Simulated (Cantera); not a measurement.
What does this Cantera script print?

```python
import numpy as np
import cantera as ct

gas = ct.Solution("gri30.yaml")
gas.TPX = 325, 290000, {'CO': 1, 'H2': 0.053, 'CH4': 0.14, 'O2': 1.06, 'N2': 3.99}
flame = ct.FreeFlame(gas, width=0.019)
flame.set_refine_criteria(ratio=3, slope=0.08, curve=0.16)
flame.transport_model = "mixture-averaged"
flame.solve(loglevel=0, auto=True)
z, T = flame.grid, flame.T
thick = (T[-1] - T[0]) / np.gradient(T, z).max()
show = ['CO', 'H2', 'CH4', 'O', 'C2H', 'CH3']
print(f"laminar burning velocity  {flame.velocity[0] * 100:.3f} cm/s")
print(f"burnt temperature         {T[-1]:.1f} K")
print(f"thermal thickness         {thick * 1e3:.4f} mm")
print(f"grid points               {len(z)}")
z0 = z[flame.heat_release_rate.argmax()]
print(f"{'z/mm':>9s}{'T/K':>9s}{'u/(m/s)':>9s}" + "".join(f"{s:>11s}" for s in show))
rows = []
for k in (-3, -2, -1.5, -1, -0.5, -0.25, 0, 0.25, 0.5, 1, 2, 4, 8):
    zz = z0 + k * thick
    rows.append([k * thick, np.interp(zz, z, T), np.interp(zz, z, flame.velocity),
                 *(np.interp(zz, z, flame.X[gas.species_index(s)]) for s in show)])
    print(f"{rows[-1][0] * 1e3:9.3f}{rows[-1][1]:9.1f}{rows[-1][2]:9.3f}" + "".join(f"{x:11.3e}" for x in rows[-1][3:]))
```

Result:

```
laminar burning velocity  32.257 cm/s
burnt temperature         2162.5 K
thermal thickness         0.2115 mm
grid points               138
     z/mm      T/K  u/(m/s)         CO         H2        CH4          O        C2H        CH3
   -0.635    325.0    0.323  1.602e-01  8.421e-03  2.243e-02  1.370e-13  2.902e-39  1.449e-13
   -0.423    325.5    0.323  1.602e-01  8.240e-03  2.242e-02  6.174e-12  9.637e-36  2.794e-12
   -0.317    327.7    0.325  1.602e-01  7.960e-03  2.239e-02  8.474e-11  2.598e-33  1.921e-11
   -0.212    346.0    0.343  1.597e-01  7.314e-03  2.207e-02  1.922e-09  1.645e-29  3.680e-10
   -0.106    577.8    0.572  1.507e-01  5.922e-03  1.796e-02  8.810e-07  1.333e-19  1.167e-06
   -0.053    956.8    0.939  1.323e-01  5.063e-03  1.080e-02  7.383e-05  2.919e-14  6.321e-05
    0.000   1381.6    1.335  1.023e-01  3.754e-03  2.326e-03  1.459e-03  1.296e-11  1.127e-04
    0.053   1624.7    1.543  6.940e-02  2.219e-03  8.667e-05  4.236e-03  4.580e-12  8.714e-06
    0.106   1759.2    1.650  4.760e-02  1.821e-03  1.350e-06  4.836e-03  5.500e-14  1.982e-07
    0.212   1903.6    1.765  2.896e-02  1.562e-03  3.401e-10  3.858e-03  6.759e-18  7.495e-11
    0.423   2019.4    1.858  1.770e-02  1.013e-03  7.776e-16  2.205e-03  7.142e-23  2.716e-16
    0.846   2096.1    1.919  9.936e-03  5.452e-04  3.471e-19  1.080e-03  2.256e-25  2.673e-18
    1.692   2139.1    1.952  5.190e-03  2.813e-04  5.476e-20  5.304e-04  2.393e-26  3.235e-19
```

Model: GRI-Mech 3.0 (53 species, 325 reactions), integrated in Cantera. Burning velocities carry a grid error of a few per cent, more on coarse grids.
